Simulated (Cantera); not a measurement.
Source: NASA polynomial tables (part measured, part estimated), evaluated in Cantera. Values are per mole of reaction as written; species without (g) are pure solids or liquids, kept so even where they would boil at 1 bar.

### Question
Between 300 and 548 K, where is each reaction favourable under standard conditions?
- TiCl₄ + CH₃(g) → CH₃Cl(g) + TiCl₃

### Answer
- TiCl₄ + CH₃(g) → CH₃Cl(g) + TiCl₃: ΔG° is -125 kJ at 300 K and -103 kJ at 548 K; it stays negative (K > 1). ΔH° is -156 kJ and ΔS° -97 J/K at 548 K.
